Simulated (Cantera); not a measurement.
**Boron, boron nitride and boron oxide: B2H6 + N2 + H2**

A closed system holds: 1 mol B2H6, 0.77 mol N2, 7.8 mol H2, held at 0.00133 bar.

Equilibrium computed with Cantera from the NASA thermochemical tables; the gas is ideal and each condensed phase is pure. Candidate condensed phases: B, BN; 15 gas species. The feed counts by its element totals alone. N2 is the only nitrogen source here; it is nearly inert below about 1500 K, so the nitride shown seldom forms there in practice. Mutual solubility and eutectic melting of coexisting phases are not modelled. The tables' values for BH2 are old estimates; treat these amounts as uncertain. Equilibrium is a limit: real reactors are often held back by kinetics, nucleation or transport.

| T (K) | log p H2 | log p H | log p N2 | log p BH2 | log p B | log p BH | n B(s) | n BN(s) |
|---|---|---|---|---|---|---|---|---|
| 1125 | -2.88 | -8.79 | -14.08 | -10.14 | <-14 | <-14 | 0.460 | 1.54 |
| 1225 | -2.88 | -7.94 | -12.17 | -9.40 | <-14 | <-14 | 0.460 | 1.54 |
| 1325 | -2.88 | -7.22 | -10.56 | -8.77 | -14.28 | -13.74 | 0.460 | 1.54 |
| 1425 | -2.88 | -6.60 | -9.18 | -8.24 | -12.74 | -12.53 | 0.460 | 1.54 |
| 1525 | -2.88 | -6.06 | -7.98 | -7.77 | -11.40 | -11.48 | 0.460 | 1.54 |
| 1625 | -2.88 | -5.59 | -6.93 | -7.36 | -10.22 | -10.56 | 0.462 | 1.54 |
| 1725 | -2.88 | -5.17 | -6.00 | -7.01 | -9.18 | -9.76 | 0.475 | 1.52 |
| 1825 | -2.88 | -4.80 | -5.17 | -6.69 | -8.26 | -9.04 | 0.568 | 1.43 |
| 1925 | -2.90 | -4.47 | -4.43 | -6.42 | -7.44 | -8.40 | 1.08 | 0.919 |
| 2025 | -2.93 | -4.18 | -4.06 | -6.20 | -6.70 | -7.84 | 1.99 | 0 |
| 2125 | -2.95 | -3.91 | -4.07 | -5.99 | -6.03 | -7.33 | 1.98 | 0 |
log p: log10 of the partial pressure in bar; n: condensed amount in mol.

From 1125 K to 1925 K the condensed part is B(s) + BN(s). From 2025 K to 2125 K the condensed part is B(s).
